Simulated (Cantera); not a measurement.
A closed system holds: 1 mol Si2Cl6, 10 mol H2, a varied amount of Cl2, at 1.20 bar.

Equilibrium computed with Cantera from the NASA thermochemical tables; the gas is ideal and each condensed phase is pure. Candidate condensed phases: Si; 19 gas species. The feed counts by its element totals alone. The tables' values for SiCl3 are old estimates. Kinetics and transport are ignored.

Problem. What condenses at these points (T in K, n(Cl2) in mol): (1500, 0.53); (1250, 0.31); (1500, 0.63); (1650, 0.42); (1300, 0.69)?

Solution. 
```json
[
 {"T (K)": "1500", "n(Cl2) in mol": "0.53", "condensed phases": "Si", "Si condensed (%)": "1.0"},
 {"T (K)": "1250", "n(Cl2) in mol": "0.31", "condensed phases": "Si", "Si condensed (%)": "13.6"},
 {"T (K)": "1500", "n(Cl2) in mol": "0.63", "condensed phases": "gas only", "Si condensed (%)": "0.0"},
 {"T (K)": "1650", "n(Cl2) in mol": "0.42", "condensed phases": "gas only", "Si condensed (%)": "0.0"},
 {"T (K)": "1300", "n(Cl2) in mol": "0.69", "condensed phases": "Si", "Si condensed (%)": "3.5"}
]
```
